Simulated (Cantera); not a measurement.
Mixture: 4.38 % CH4, 0.215 % C2H6, 1.67 % C3H8, 14.9 % O2, 78.9 % N2, at 1.00 bar, adiabatic and at constant pressure. Ignition delay is the time to a rise of 400 K.

Computed with Cantera and GRI-Mech 3.0 (53 species, 325 reactions). GRI-Mech 3.0 was tuned for natural gas; its chemistry of propane as a main component is partial and can be far from experiment.

Question: At T0 = 1425 K, what is the delay, and which 5 reactions control it most (d ln τ / d ln k, from doubling and halving each rate constant)?

Answer: The delay is 0.320 ms.
| reaction | d ln τ / d ln k | faster rate |
|---|---|---|
| C2H5 + CH3 (+M) <=> C3H8 (+M) | -0.46 | shortens it |
| H + O2 <=> O + OH | -0.45 | shortens it |
| CH3 + HO2 <=> CH3O + OH | -0.28 | shortens it |
| 2 CH3 (+M) <=> C2H6 (+M) | 0.25 | lengthens it |
| C3H8 + H <=> C3H7 + H2 | 0.19 | lengthens it |
